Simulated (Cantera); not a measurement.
Feed: 1 mol MgCO3, 2 mol SO2, 0.87 mol O2, held at 100 Torr.

Equilibrium computed with Cantera from the NASA thermochemical tables; the gas is ideal and each condensed phase is pure. Candidate condensed phases: C, Mg, MgCO3, MgO, MgS, MgSO4, S; 26 gas species. Rates play no part. All values below are at 775 K.

Base state: CO2 0.494, SO3 0.341, SO2 0.153, O2 0.0121 (mole fractions); condensed: MgSO4(s).

**Question.** What changes in the equilibrium state with this change: O2 from 0.87 to 0.37 mol?

**Answer.** 
```json
[
 {"species": "SO2", "before": "0.153", "after": "0.525"},
 {"species": "CO2", "before": "0.494", "after": "0.465"},
 {"species": "S2", "before": "<1e-9", "after": "0.00934"},
 {"species": "SO3", "before": "0.341", "after": "2.15e-9"},
 {"species": "O2", "before": "0.0121", "after": "<1e-9"},
 {"species": "S2O", "before": "<1e-9", "after": "0.000879"},
 {"species": "COS", "before": "<1e-9", "after": "7.06e-5"},
 {"species": "CO", "before": "<1e-9", "after": "1.96e-5"},
 {"species": "MgSO4(s), mol", "before": "1.00", "after": "0.827"},
 {"species": "MgO(s), mol", "before": "0", "after": "0.173"}
]
```
Gases not in the tables: S3 to S7.
